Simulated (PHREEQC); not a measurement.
Solution (25 °C): 0.0069 mol CdCl2, 0.088 mol H3BO3 and 0.00037 mol H2SO4 per kg of water. Closed to the air; pH follows from the charge balance.

Computed with PHREEQC (ion-association model, phreeqc.dat).

**Question.** The ionic strength comes out as 0.0159 mol/kgw. What activity coefficients do Cl-, CdCl+, H+, SO4-2, Cd+2 get?

**Answer.** Cl- 0.88, CdCl+ 0.88, H+ 0.90, SO4-2 0.61, Cd+2 0.60.

Precipitation was switched off in this run.
